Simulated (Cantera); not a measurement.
Cantera run:

```python
import numpy as np
import cantera as ct

gas_names = """
    CL CL2 H HCL H2 N NH NH2 NH3 N2 N2H2 N2H4 Si SiCL SiCL2 SiCL3 SiCL4 SiH SiHCL3 SiH2 SiH2CL2 SiH3
    SiH3CL SiH4 SiN Si2 Si2N Si3
""".split()
cond_names = """
    NH4CL(a) NH4CL(b) Si(cr) Si(L) Si3N4(a)
""".split()


# ... load() reads the species with a 1 bar reference pressure and builds the phases ...
atoms = {
    'SiHCl3': {'Si': 1, 'H': 1, 'CL': 3},
    'N2': {'N': 2},
}
top_T = {'Si3N4(a)': 2400}  # K; cautious upper limits of use, not melting points


# ... equilibrate(T, P, feed) seeds the gas with the atoms and calls Mixture.equilibrate('TP', solver="vcs", rtol=1e-11, max_steps=5000) ...
results = []
feed = {'SiHCl3': 1, 'N2': 28}  # mol
T = 1698  # K
for P in [5, 17, 59, 210, 710, 2400, 8400, 29000, 100000]:
    mix = equilibrate(T, P, feed)
    results.append((T, P, feed, dict(zip(mix.species_names, mix.species_moles))))

top = {s: max(r[3][s] / sum(r[3][g] for g in gas_names) for r in results) for s in gas_names}
cols = sorted((s for s in top if top[s] > 1e-05), key=lambda s: -top[s])[:5]
seen = [c for c in cond_names if any(r[3].get(c, 0) > 1e-12 for r in results)]
print("log10 of partial pressures in bar; condensed amounts in mol")
print(f"{'P/Pa':>10s}" + "".join(f"{s[:9]:>10s}" for s in cols + seen))
for T, P, feed, n in results:
    ng = sum(n[g] for g in gas_names)
    print(f"{P:10.4g}" + "".join(f"{np.log10(max(n[s] / ng * P / 1e5, 1e-99)):10.3f}" for s in cols)
          + "".join(f"{n.get(c, 0):10.4g}" for c in seen))
```

It prints:

```
log10 of partial pressures in bar; condensed amounts in mol
      P/Pa        N2     SiCL2       HCL        CL     SiCL3  Si3N4(a)
         5    -4.333    -5.792    -5.879    -6.404    -8.336         0
        17    -3.801    -5.254    -5.319    -6.059    -7.454         0
        59    -3.260    -4.714    -4.758    -5.710    -6.566         0
       210    -2.708    -4.169    -4.196    -5.385    -5.695         0
       710    -2.179    -3.651    -3.668    -5.130    -4.922         0
      2400    -1.649    -3.137    -3.150    -4.932    -4.210         0
      8400    -1.105    -2.615    -2.631    -4.764    -3.519         0
   2.9e+04    -0.566    -2.142    -2.108    -4.545    -2.828   0.01401
     1e+05    -0.026    -1.830    -1.548    -4.210    -2.181   0.06391
```

Equilibrium computed with Cantera from the NASA thermochemical tables; the gas is ideal and each condensed phase is pure. The tables' values for SiCl3, SiCl are old estimates; treat these amounts as uncertain.
